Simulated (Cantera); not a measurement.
Cantera with NASA thermochemical tables; ideal gases at 1 bar, condensed phases pure. Values are per mole of reaction as written; species without (g) are pure solids or liquids, kept so even where they would boil at 1 bar.

Between 300 and 1875 K, where is each reaction favourable under standard conditions?
- V2O4 ⇌ O(g) + V2O3


- V2O4 ⇌ O(g) + V2O3: ΔG° is 411 kJ at 300 K and 206 kJ at 1875 K; it stays positive (K < 1). ΔH° is 337 kJ and ΔS° 70 J/K at 1875 K.
